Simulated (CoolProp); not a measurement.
Values from CoolProp's reference Helmholtz-energy equation of state, Span 1996.

Q: Give the vapour pressure (kPa), liquid density (kg/m³), liquid conductivity (mW/(m K)) of saturated carbon dioxide at 234.2 K.

A: 
```tsv
T (K)	p (kPa)	liquid density (kg/m³)	liquid conductivity (mW/(m K))
234.2	1040	1110	155
```

Thermal conductivity comes from a separate model (Huber 2016).
